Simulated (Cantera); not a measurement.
An adiabatic, constant-volume homogeneous reactor starts with H₂ : O₂ : N₂ : H₂O = 1 : 0.238 : 0.895 : 0.062 (molar parts), at 1250 K and 4.70 bar. Integrator tolerance rtol = 1e-08.

Cantera simulation using GRI-Mech 3.0 (53 species, 325 reactions); the numbers are that mechanism's predictions, not measurements. The hydrogen kinetics of GRI-Mech 3.0 are dated; newer H2 mechanisms differ, most at raised pressure.

Question: What does this change do: initial temperature 1250 to 1450 K?

Answer: 
```csv
quantity,before,after
time of steepest temperature rise,13.3 µs,3.96 µs
temperature at 0.600 s,2921 K,3004 K
equilibrium temperature,2921 K,3004 K
x(H₂) at 0.600 s,0.259 (gas-phase equilibrium 0.259),0.256 (gas-phase equilibrium 0.256)
x(O₂) at 0.600 s,0.000123 (gas-phase equilibrium 0.000123),0.000241 (gas-phase equilibrium 0.000241)
x(H₂O) at 0.600 s,0.263 (gas-phase equilibrium 0.263),0.258 (gas-phase equilibrium 0.258)
x(NO) at 0.600 s,0.000794 (gas-phase equilibrium 0.000794),0.00123 (gas-phase equilibrium 0.00123)
x(NO₂) at 0.600 s,3.71e-8 (gas-phase equilibrium 3.71e-8),7.13e-8 (gas-phase equilibrium 7.13e-8)
x(H) at 0.600 s,0.0200 (gas-phase equilibrium 0.0200),0.0274 (gas-phase equilibrium 0.0274)
x(N₂O) at 0.600 s,1.07e-7 (gas-phase equilibrium 1.07e-7),1.56e-7 (gas-phase equilibrium 1.56e-7)
```
Above 3000 K some thermodynamic fits are extrapolated.

Question: What does this change do: N2 0.895 to 2.5 parts?

Answer: 
| quantity | before | after |
|---|---|---|
| time of steepest temperature rise | 13.3 µs | 21.3 µs |
| temperature at 0.600 s | 2921 K | 2357 K |
| equilibrium temperature | 2921 K | 2357 K |
| x(H₂) at 0.600 s | 0.259 (gas-phase equilibrium 0.259) | 0.146 (gas-phase equilibrium 0.146) |
| x(O₂) at 0.600 s | 0.000123 (gas-phase equilibrium 0.000123) | 1.05e-6 (gas-phase equilibrium 1.05e-6) |
| x(H₂O) at 0.600 s | 0.263 (gas-phase equilibrium 0.263) | 0.151 (gas-phase equilibrium 0.151) |
| x(NO) at 0.600 s | 0.000794 (gas-phase equilibrium 0.000794) | 3.72e-5 (gas-phase equilibrium 3.72e-5) |
| x(NO₂) at 0.600 s | 3.71e-8 (gas-phase equilibrium 3.71e-8) | 2.49e-10 (gas-phase equilibrium 2.49e-10) |
| x(H) at 0.600 s | 0.0200 (gas-phase equilibrium 0.0200) | 0.00172 (gas-phase equilibrium 0.00172) |
| x(N₂O) at 0.600 s | 1.07e-7 (gas-phase equilibrium 1.07e-7) | 5.61e-9 (gas-phase equilibrium 5.61e-9) |
